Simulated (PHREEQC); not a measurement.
Buffer (model solution)

Consider water at 25 °C with 30 mmol/kgw KH2PO4 and 8.5 mmol/kgw KOH. Closed to the air; pH follows from the charge balance.

Computed with PHREEQC (ion-association model, phreeqc.dat).

Precipitation was switched off in this run.

Predict the pH.

pH 6.54.

In which forms is P present?

H2PO4- 72 %, HPO4-2 27 %, KHPO4- 0.9 % of the P.

Complexes and solids missing from the database can't appear.
